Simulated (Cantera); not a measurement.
Feed: 1 mol Fe₃O₄, a varied amount of CH₄, 0.24 mol CO, held at 0.00750 bar.

Cantera equilibrium calculation (NASA polynomials, part measured and part estimated; ideal gas, pure solids and liquids). Candidate condensed phases: C, C₆H₆, C₇H₈, C₈H₁₈, Fe, Fe(CO)₅, FeO, Fe(OH)₂, Fe(OH)₃, Fe₂O₃, Fe₃O₄, H₂O; 114 gas species. Each liquid is taken as pure. Mutual solubility and eutectic melting of coexisting phases are not modelled. The tables' stoichiometric FeO is somewhat more stable than real wüstite, so its field is too wide. FeO: taken at fixed stoichiometry. Kinetics and transport are ignored.

### Question
What condenses at these points (T in °C, n(CH₄) in mol): (1727, 3); (1927, 3); (1877, 0.98); (1627, 1.2); (1727, 0.98); (1727, 1.2)?

### Answer
```json
[
 {"T (°C)": "1727", "n(CH₄) in mol": "3", "condensed phases": "Fe", "Fe condensed (%)": "84.1"},
 {"T (°C)": "1927", "n(CH₄) in mol": "3", "condensed phases": "gas only", "Fe condensed (%)": "0.0"},
 {"T (°C)": "1877", "n(CH₄) in mol": "0.98", "condensed phases": "FeO", "Fe condensed (%)": "73.1"},
 {"T (°C)": "1627", "n(CH₄) in mol": "1.2", "condensed phases": "Fe + FeO", "Fe condensed (%)": "98.0"},
 {"T (°C)": "1727", "n(CH₄) in mol": "0.98", "condensed phases": "Fe + FeO", "Fe condensed (%)": "94.5"},
 {"T (°C)": "1727", "n(CH₄) in mol": "1.2", "condensed phases": "Fe + FeO", "Fe condensed (%)": "93.3"}
]
```
